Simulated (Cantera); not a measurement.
## Silicon carbide growth: SiH2Cl2 + CH4 + H2

Input: 1 mol SiH2Cl2, 0.057 mol CH4, 63 mol H2, at 2100 K.

These are equilibrium values from Cantera (NASA tables, ideal gas, pure condensed phases), not measurements of a reactor. Candidate condensed phases: C, C6H6, C7H8, C8H18, Si, SiC; 109 gas species. Mutual solubility and eutectic melting of coexisting phases are not modelled. The tables' values for SiCl are old estimates; treat these amounts as uncertain. Gases not in the tables: Si2H6 and higher silanes. Equilibrium is a limit: real reactors are often held back by kinetics, nucleation or transport.

At 100 Pa nothing is condensed. At 400 Pa the condensed part is SiC(s). From 1600 Pa to 100000 Pa the condensed part is Si(l) + SiC(s). The main Si-bearing gas is Si at 100 Pa and SiCl2 at 100000 Pa. The share of Si in condensed phases is highest at 100000 Pa (86.2 %) and lowest at 100 Pa (0.0 %).

```tsv
P (Pa)	x H2	x H	x HCl	x Si	x Cl	n SiC(s)	n Si(l)
100	0.866	0.0917	0.0263	0.0132	0.00205	0	0
400	0.911	0.0470	0.0269	0.0120	0.00102	0.0105	0
1600	0.938	0.0239	0.0260	0.00834	0.000486	0.0327	0.162
6300	0.956	0.0121	0.0267	0.00212	0.000250	0.0500	0.642
25000	0.964	0.00612	0.0271	0.000534	0.000126	0.0540	0.771
100000	0.968	0.00306	0.0272	0.000133	6.34e-5	0.0539	0.808
```
x: gas mole fraction; n: condensed amount in mol.
